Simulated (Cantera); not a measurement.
A diamond (100) surface in a fixed gas of H2 with x(CH4) = 0.0034, x(CH3) = 0.0014, at 1150 K, 12.0 Torr; coverages are run to steady state.

Model: the Harris–Goodwin 1993 mechanism for the reconstructed diamond (100) surface, integrated in Cantera.

θ: site fractions in the mechanism's names (c6HH fully hydrogenated, c6H* and c6*H radical sites, c6** diradical, c6HM methylated).

```
x(H)     growth (µm/h)  θ c6HH  θ c6H*  θ c6*H   θ c6**   θ c6HM
-------  -------------  ------  ------  ------  -------  -------
0.0001           0.182   0.588  0.0246   0.349  0.00279   0.0133
0.00023          0.450   0.523  0.0283   0.402  0.00601   0.0164
0.00055           1.00   0.487  0.0303   0.430   0.0109   0.0191
0.0013            2.01   0.470  0.0312   0.443   0.0159   0.0208
0.003                ?   0.463  0.0317   0.449        ?   0.0204
0.007             6.77   0.462  0.0321   0.454   0.0219   0.0177
0.017             11.1   0.464  0.0325   0.459   0.0232   0.0127
0.039             15.1   0.467  0.0328   0.464   0.0239  0.00775
0.091                ?   0.469  0.0332   0.467   0.0243        ?
```

Q: What belongs in the gaps?

A: 
- 0.003, growth (µm/h): 3.77
- 0.003, θ c6**: 0.0196
- 0.091, growth (µm/h): 18.1
- 0.091, θ c6HM: 0.00403
